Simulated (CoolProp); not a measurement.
Carbon dioxide along the isotherm 90.25 °C: Z from the reference equation and from simpler models built on Tc = 31.0 °C, pc = 7.377 MPa, ω = 0.224; each cubic takes its own stable root.

Values from CoolProp's reference Helmholtz-energy equation of state, Span 1996.

```csv
p (MPa),phase,reference
0.0583,gas,0.9985
0.104,gas,0.9973
0.184,gas,0.9953
0.328,gas,0.9916
0.583,gas,0.9851
1.04,gas,0.9732
1.84,gas,0.9523
3.28,gas,0.9136
5.83,gas,0.8422
10.4,supercritical,0.7074
18.4,supercritical,0.5508
```

**Question.** How far does each simpler model (van der Waals, Redlich-Kwong, Soave-Redlich-Kwong, Peng-Robinson) lie from the reference over these 11 states: mean and median of the absolute difference, and the worst?

**Answer.** 
- van der Waals: mean 1.0 %, median 0.1 %, worst -7.5 % at 90.25 °C and 10.4 MPa
- Redlich-Kwong: mean 0.6 %, median 0.2 %, worst -3.2 % at 90.25 °C and 10.4 MPa
- Soave-Redlich-Kwong: mean 1.5 %, median 0.1 %, worst +12.0 % at 90.25 °C and 18.4 MPa
- Peng-Robinson: mean 0.9 %, median 0.4 %, worst +4.8 % at 90.25 °C and 18.4 MPa
